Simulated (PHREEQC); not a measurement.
Solution (25 °C): 3.9 mmol/kgw HF, 0.12 mmol/kgw NH4HF2, 0.016 mmol/kgw H4SiO4 and 12 mmol/kgw H3PO4. Closed to the air; pH follows from the charge balance.

All values are PHREEQC results (ion-association model, phreeqc.dat), not measurements.

Precipitation was switched off in this run.

Question: Order these F species by the share of F that they hold, largest first: HF2-, HF, SiF6-2, F-.

Answer: HF (87 %), F- (10 %), SiF6-2 (2.1 %), HF2- (0.28 %)

The pH is 2.20 and the ionic strength 0.00695 mol/kgw. SiF6-2 is the database's only silicon fluoride.
